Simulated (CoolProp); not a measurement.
Properties of cyclopropane along the isobar 0.101 MPa.

Values from CoolProp's reference Helmholtz-energy equation of state, Polt 1992. This equation is an older, rougher fit.

```json
[
 {"T (K)": "381.5", "phase": "gas", "cp (kJ/(kg K))": "1.746", "cv (kJ/(kg K))": "1.543"},
 {"T (K)": "388.5", "phase": "gas", "cp (kJ/(kg K))": "1.779", "cv (kJ/(kg K))": "1.576"},
 {"T (K)": "395.5", "phase": "gas", "cp (kJ/(kg K))": "1.812", "cv (kJ/(kg K))": "1.609"},
 {"T (K)": "402.6", "phase": "gas", "cp (kJ/(kg K))": "…", "cv (kJ/(kg K))": "1.642"},
 {"T (K)": "409.6", "phase": "gas", "cp (kJ/(kg K))": "1.876", "cv (kJ/(kg K))": "1.674"},
 {"T (K)": "416.7", "phase": "gas", "cp (kJ/(kg K))": "1.909", "cv (kJ/(kg K))": "1.707"},
 {"T (K)": "423.7", "phase": "gas", "cp (kJ/(kg K))": "1.940", "cv (kJ/(kg K))": "1.738"},
 {"T (K)": "430.7", "phase": "gas", "cp (kJ/(kg K))": "1.971", "cv (kJ/(kg K))": "1.770"},
 {"T (K)": "437.8", "phase": "gas", "cp (kJ/(kg K))": "2.002", "cv (kJ/(kg K))": "1.801"},
 {"T (K)": "444.8", "phase": "gas", "cp (kJ/(kg K))": "2.032", "cv (kJ/(kg K))": "1.831"},
 {"T (K)": "451.9", "phase": "gas", "cp (kJ/(kg K))": "…", "cv (kJ/(kg K))": "…"},
 {"T (K)": "458.9", "phase": "gas", "cp (kJ/(kg K))": "…", "cv (kJ/(kg K))": "1.892"},
 {"T (K)": "466", "phase": "gas", "cp (kJ/(kg K))": "2.122", "cv (kJ/(kg K))": "…"},
 {"T (K)": "473", "phase": "gas", "cp (kJ/(kg K))": "…", "cv (kJ/(kg K))": "1.950"}
]
```

Some entries are withheld; supply them.


- 402.6, cp (kJ/(kg K)): 1.844
- 451.9, cp (kJ/(kg K)): 2.063
- 451.9, cv (kJ/(kg K)): 1.862
- 458.9, cp (kJ/(kg K)): 2.092
- 466, cv (kJ/(kg K)): 1.921
- 473, cp (kJ/(kg K)): 2.150
